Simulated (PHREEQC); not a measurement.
A PHREEQC speciation (ion-association model, wateq4f.dat) at 25 °C gives pH 2.89 and these molalities:

```tsv
species	mol/kgw
Ni+2	0.00348
SO4-2	0.00320
H2PO4-	0.00171
H+	0.00143
NiSO4	0.000818
H3PO4	0.000288
HSO4-	0.000280
```

Question: What are the element totals, and what could have been dissolved in 1 kg of water to give them?

Answer: Several could match; the one computed here: totals Ni 0.00430, P 0.00200, S(6) 0.00430 mol/kgw, from 2 mmol/kgw H3PO4 and 4.3 mmol/kgw NiSO4.

This is a speciation only: nothing precipitates in the calculation. H3PO4, which wateq4f.dat lacks, is added to it with the constant of phreeqc.dat. The database has no phosphate complexes of Ni.
